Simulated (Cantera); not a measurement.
Cantera run:

```python
import numpy as np
import cantera as ct

gas_names = [...]  # 76 gases of nasa_gas.yaml made of C, H
cond_names = """
    C(gr) C6H6(L) C7H8(L) C8H18(L),n-octa
""".split()


# ... load() reads the species with a 1 bar reference pressure and builds the phases ...
atoms = {
    'CH4': {'C': 1, 'H': 4},
    'H2': {'H': 2},
}
top_T = {'C(gr)': 4500}  # K; cautious upper limits of use, not melting points


# ... equilibrate(T, P, feed) seeds the gas with the atoms and calls Mixture.equilibrate('TP', solver="vcs", rtol=1e-11, max_steps=5000) ...
results = []
feed = {'CH4': 1, 'H2': 7.6}  # mol
T = 723.15  # K
P = 100000  # Pa
mix = equilibrate(T, P, feed)
results.append((T, P, feed, dict(zip(mix.species_names, mix.species_moles))))
x = sorted(zip(gas.X, gas.species_names), reverse=True)
print(f"T = {T:g} K  P = {P:g} Pa  gas = {mix.phase_moles(0):.4g} mol")
print("   x: " + "  ".join(f"{s} {v:.3e}" for v, s in x if v > 1e-06))
print("   condensed (mol): " + ("  ".join(f"{mix.phase(i).name} {mix.phase_moles(i):.4g}"
      for i in range(1, mix.n_phases) if mix.phase_moles(i) > 1e-12) or "none"))
```

It prints:

```
T = 723.15 K  P = 100000 Pa  gas = 8.6 mol
   x: H2 8.837e-01  CH4 1.163e-01
   condensed (mol): none
```

Method: chemical equilibrium by Gibbs-energy minimisation in Cantera with the NASA 1993 tables (ideal gas, pure condensed phases).
